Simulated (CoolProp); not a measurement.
CH2F2 (R32) at 376.69 K and 2.46 MPa flows at 0.3 m/s in a round tube of 20 mm bore and 0.25 µm roughness, fully developed (64/Re and Nu = 3.66 if laminar; Colebrook and Gnielinski if turbulent). Each further row changes one setting.

The numbers come from the reference Helmholtz-energy equation of state, Tillner-Roth 1997 in CoolProp.

| case | Reynolds number | Darcy friction factor | pressure drop (Pa/m) | heat-transfer coefficient (W/(m² K)) | mass flow (kg/h) |
|---|---|---|---|---|---|
| as stated | 16600 | 0.0271 | 2.89 | 58.3 | 16.1 |
| velocity 0.6 m/s | 33300 | 0.0230 | 9.78 | 101 | 32.1 |
| diameter 40 mm | 33300 | 0.0229 | 1.22 | 50.6 | 64.2 |

Viscosity comes from a separate model (Bell 2016), an estimate that may be off by 10 % or more. Thermal conductivity comes from a separate model (Huber 2003), an estimate that may be off by 10 % or more.
